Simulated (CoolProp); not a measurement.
Vapour pressure (MPa) of R124: the reference equation beside estimates from Tc = 395.4 K, pc = 3.624 MPa, ω = 0.288.

Model: reference Helmholtz-energy equation of state, de Vries 1995, in CoolProp.

```tsv
T (K)	reference	Lee-Kesler	Redlich-Kwong	Soave-Redlich-Kwong
231	0.02345	0.02299	0.05574	0.02326
241.1	0.04017	0.03958	0.08769	0.03987
251.1	0.06508	0.06444	0.1314	0.06469
261.1	0.1010	0.1004	0.1897	0.1005
271.1	0.1508	0.1505	0.2652	0.1505
281.1	0.2179	0.2182	0.3605	0.2180
291.1	0.3059	0.3069	0.4781	0.3068
301.1	0.4187	0.4204	0.6206	0.4209
311.1	0.5604	0.5628	0.7905	0.5647
321.1	0.7354	0.7382	0.9903	0.7426
331.1	0.9482	0.9511	1.222	0.9593
341.2	1.207	1.209	1.491	1.223
351.2	1.511	1.513	1.794	1.532
361.2	1.869	1.871	2.136	1.896
371.2	2.289	2.290	2.518	2.319
```

Absolute difference from the reference over all 15 rows, mean and median: Lee-Kesler 0.5 and 0.3 %, Redlich-Kwong 57.5 and 48.2 %, Soave-Redlich-Kwong 0.8 and 0.8 %.
